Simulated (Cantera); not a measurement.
**Carbothermic reduction: SiO2 + CH4 + H2**

Input: 1 mol SiO2, 1.1 mol CH4, 3.8 mol H2, held at 1500 °C and 770000 Pa.

Method: chemical equilibrium by Gibbs-energy minimisation in Cantera with the NASA 1993 tables (ideal gas, pure condensed phases). Candidate condensed phases: C, C6H6, C7H8, C8H18, H2O, Si, SiC, SiO2; 123 gas species. Mutual solubility and eutectic melting of coexisting phases are not modelled. The tables hold silica as quartz up to 1696 K and as liquid above; real silica turns to tridymite and cristobalite and melts near 1996 K. Equilibrium is a limit: real reactors are often held back by kinetics, nucleation or transport.

```json
{
 "x(H2)": "0.888",
 "x(CO)": "0.106",
 "x(CH4)": "0.00489",
 "x(SiO)": "0.000598",
 "x(H2O)": "0.000248",
 "x(C2H2 (acetylene))": "0.000114",
 "x(H)": "9.67e-5",
 "x(C2H4)": "2.20e-5",
 "x(CH3)": "1.08e-5",
 "n(SiC(s))": "0.354 mol",
 "n(SiO2(condensed))": "0.642 mol",
 "gas_amount": "6.683 mol",
 "log10 activity of C(graphite) (absent)": "-0.02",
 "log10 activity of Si(l) (absent)": "-1.65"
}
```
